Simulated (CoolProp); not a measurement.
Model: reference Helmholtz-energy equation of state, Pan 2012, in CoolProp.

### Question
Give the vapour pressure (bar), vapour density (kg/m³), enthalpy of vaporisation (kJ/kg) of saturated R236FA at 320.7, 343.6 K.

### Answer
```json
[
 {"T (K)": "320.7", "p (bar)": "5.44", "vapour density (kg/m³)": "36.5", "enthalpy of vaporisation (kJ/kg)": "131"},
 {"T (K)": "343.6", "p (bar)": "9.93", "vapour density (kg/m³)": "68.7", "enthalpy of vaporisation (kJ/kg)": "114"}
]
```
